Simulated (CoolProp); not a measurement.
Model: reference Helmholtz-energy equation of state, Lemmon 2000, in CoolProp. It is a pseudo-pure fit of the blend.

For dry air, give the phase and the cp (kJ/(kg K)), viscosity (µPa s), Prandtl number at -1.45 °C and 2.37 MPa.


- -1.45 °C and 2.37 MPa: gas; cp 1.05, viscosity 17.5, Prandtl number 0.733

Viscosity comes from a separate model (Lemmon 2004). Thermal conductivity comes from a separate model (Lemmon 2004).
